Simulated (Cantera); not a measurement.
**Equilibrium for silicon oxide and oxynitride deposition: SiCl4 + N2O + H2 + O3**

Feed: 1 mol SiCl4, 3.1 mol N2O, 0.26 mol H2, 0.074 mol O3, held at 0.128 Torr.

These are equilibrium values from Cantera (NASA tables, ideal gas, pure condensed phases), not measurements of a reactor. Candidate condensed phases: H2O, NH4Cl, Si, SiO2, Si2N2O, Si3N4; 47 gas species. The tables hold silica as quartz up to 1696 K and as liquid above; real silica turns to tridymite and cristobalite and melts near 1996 K. The numbers say what is thermodynamically allowed, not how fast it happens.

```json
[
 {"T (K)": "798", "log p N2": "-4.06", "log p Cl": "-7.20", "log p Cl2": "-4.31", "log p O2": "-4.73", "log p HCl": "-4.84", "log p H2O": "-7.42", "log p NO": "-9.72", "n SiO2(α-quartz)": "1.00", "n SiO2(β-quartz)": "0"},
 {"T (K)": "848", "log p N2": "-4.06", "log p Cl": "-6.73", "log p Cl2": "-4.31", "log p O2": "-4.73", "log p HCl": "-4.83", "log p H2O": "-7.64", "log p NO": "-9.36", "n SiO2(α-quartz)": "0", "n SiO2(β-quartz)": "1.00"},
 {"T (K)": "898", "log p N2": "-4.06", "log p Cl": "-6.30", "log p Cl2": "-4.31", "log p O2": "-4.73", "log p HCl": "-4.83", "log p H2O": "-7.84", "log p NO": "-9.05", "n SiO2(α-quartz)": "0", "n SiO2(β-quartz)": "1.00"},
 {"T (K)": "948", "log p N2": "-4.06", "log p Cl": "-5.92", "log p Cl2": "-4.32", "log p O2": "-4.73", "log p HCl": "-4.84", "log p H2O": "-8.02", "log p NO": "-8.77", "n SiO2(α-quartz)": "0", "n SiO2(β-quartz)": "1.00"},
 {"T (K)": "998", "log p N2": "-4.06", "log p Cl": "-5.59", "log p Cl2": "-4.32", "log p O2": "-4.73", "log p HCl": "-4.84", "log p H2O": "-8.18", "log p NO": "-8.52", "n SiO2(α-quartz)": "0", "n SiO2(β-quartz)": "1.00"},
 {"T (K)": "1048", "log p N2": "-4.06", "log p Cl": "-5.28", "log p Cl2": "-4.34", "log p O2": "-4.74", "log p HCl": "-4.84", "log p H2O": "-8.32", "log p NO": "-8.30", "n SiO2(α-quartz)": "0", "n SiO2(β-quartz)": "1.00"},
 {"T (K)": "1098", "log p N2": "-4.07", "log p Cl": "-5.01", "log p Cl2": "-4.37", "log p O2": "-4.74", "log p HCl": "-4.85", "log p H2O": "-8.44", "log p NO": "-8.09", "n SiO2(α-quartz)": "0", "n SiO2(β-quartz)": "1.00"},
 {"T (K)": "1148", "log p N2": "-4.08", "log p Cl": "-4.78", "log p Cl2": "-4.42", "log p O2": "-4.75", "log p HCl": "-4.86", "log p H2O": "-8.54", "log p NO": "-7.91", "n SiO2(α-quartz)": "0", "n SiO2(β-quartz)": "1.00"},
 {"T (K)": "1198", "log p N2": "-4.09", "log p Cl": "-4.58", "log p Cl2": "-4.49", "log p O2": "-4.76", "log p HCl": "-4.87", "log p H2O": "-8.61", "log p NO": "-7.75", "n SiO2(α-quartz)": "0", "n SiO2(β-quartz)": "1.00"},
 {"T (K)": "1248", "log p N2": "-4.11", "log p Cl": "-4.42", "log p Cl2": "-4.61", "log p O2": "-4.78", "log p HCl": "-4.88", "log p H2O": "-8.64", "log p NO": "-7.61", "n SiO2(α-quartz)": "0", "n SiO2(β-quartz)": "1.00"},
 {"T (K)": "1298", "log p N2": "-4.13", "log p Cl": "-4.30", "log p Cl2": "-4.77", "log p O2": "-4.80", "log p HCl": "-4.90", "log p H2O": "-8.61", "log p NO": "-7.48", "n SiO2(α-quartz)": "0", "n SiO2(β-quartz)": "1.00"}
]
```
log p: log10 of the partial pressure in bar; n: condensed amount in mol.

At 798 K the condensed part is SiO2(α-quartz). From 848 K to 1298 K the condensed part is SiO2(β-quartz).
